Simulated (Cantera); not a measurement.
What does this Cantera script print?

```python
import numpy as np
import cantera as ct

gas_names = """
    Fe FeO O O2 O3 S SO SO2 SO3 S2 S2O S8
""".split()
cond_names = """
    Fe(a) Fe(c) Fe(d) Fe(L) FeO(s) FeO(L) FeS(a) FeS(b) FeS(c) FeS(L) FeSO4(s) FeS2(s) Fe2O3(s)
    Fe2S3O12(s) Fe3O4(s) S(cr1) S(cr2) S(L)
""".split()


# ... load() reads the species with a 1 bar reference pressure and builds the phases ...
atoms = {
    'Fe2O3': {'Fe': 2, 'O': 3},
    'O2': {'O': 2},
    'SO2': {'S': 1, 'O': 2},
}
top_T = {'FeSO4(s)': 950, 'FeS2(s)': 1010, 'Fe2O3(s)': 1830, 'Fe2S3O12(s)': 1100, 'Fe3O4(s)': 1870}  # K; cautious upper limits of use, not melting points


# ... equilibrate(T, P, feed) seeds the gas with the atoms and calls Mixture.equilibrate('TP', solver="vcs", rtol=1e-11, max_steps=5000) ...
results = []
feed = {'Fe2O3': 1, 'O2': 4.3, 'SO2': 2}  # mol
P = 1333.22  # Pa
for T in [850, 925, 1000, 1075, 1150, 1225, 1300, 1375, 1450, 1525, 1600]:
    mix = equilibrate(T, P, feed)
    results.append((T, P, feed, dict(zip(mix.species_names, mix.species_moles))))
    x = sorted(zip(gas.X, gas.species_names), reverse=True)
    print(f"T = {T:g} K  P = {P:g} Pa  gas = {mix.phase_moles(0):.4g} mol")
    print("   x: " + "  ".join(f"{s} {v:.3e}" for v, s in x if v > 1e-05))
    print("   condensed (mol): " + ("  ".join(f"{mix.phase(i).name} {mix.phase_moles(i):.4g}"
          for i in range(1, mix.n_phases) if mix.phase_moles(i) > 1e-12) or "none"))
```

It prints:

```
T = 850 K  P = 1333.22 Pa  gas = 5.726 mol
   x: O2 6.507e-01  SO3 2.003e-01  SO2 1.489e-01
   condensed (mol): Fe2O3(s) 1
T = 925 K  P = 1333.22 Pa  gas = 5.994 mol
   x: O2 6.663e-01  SO2 2.314e-01  SO3 1.023e-01
   condensed (mol): Fe2O3(s) 1
T = 1000 K  P = 1333.22 Pa  gas = 6.154 mol
   x: O2 6.750e-01  SO2 2.775e-01  SO3 4.754e-02
   condensed (mol): Fe2O3(s) 1
T = 1075 K  P = 1333.22 Pa  gas = 6.23 mol
   x: O2 6.789e-01  SO2 2.984e-01  SO3 2.263e-02
   condensed (mol): Fe2O3(s) 1
T = 1150 K  P = 1333.22 Pa  gas = 6.264 mol
   x: O2 6.807e-01  SO2 3.078e-01  SO3 1.150e-02
   condensed (mol): Fe2O3(s) 1
T = 1225 K  P = 1333.22 Pa  gas = 6.28 mol
   x: O2 6.815e-01  SO2 3.122e-01  SO3 6.277e-03
   condensed (mol): Fe2O3(s) 1
T = 1300 K  P = 1333.22 Pa  gas = 6.288 mol
   x: O2 6.820e-01  SO2 3.144e-01  SO3 3.660e-03
   condensed (mol): Fe2O3(s) 1
T = 1375 K  P = 1333.22 Pa  gas = 6.293 mol
   x: O2 6.822e-01  SO2 3.156e-01  SO3 2.261e-03
   condensed (mol): Fe2O3(s) 1
T = 1450 K  P = 1333.22 Pa  gas = 6.295 mol
   x: O2 6.823e-01  SO2 3.162e-01  SO3 1.468e-03  O 1.437e-05
   condensed (mol): Fe2O3(s) 1
T = 1525 K  P = 1333.22 Pa  gas = 6.464 mol
   x: O2 6.905e-01  SO2 3.084e-01  SO3 9.756e-04  O 4.076e-05
   condensed (mol): Fe3O4(s) 0.6667
T = 1600 K  P = 1333.22 Pa  gas = 6.465 mol
   x: O2 6.905e-01  SO2 3.087e-01  SO3 6.866e-04  O 1.044e-04
   condensed (mol): Fe3O4(s) 0.6667
```

Cantera equilibrium calculation (NASA polynomials, part measured and part estimated; ideal gas, pure solids and liquids).
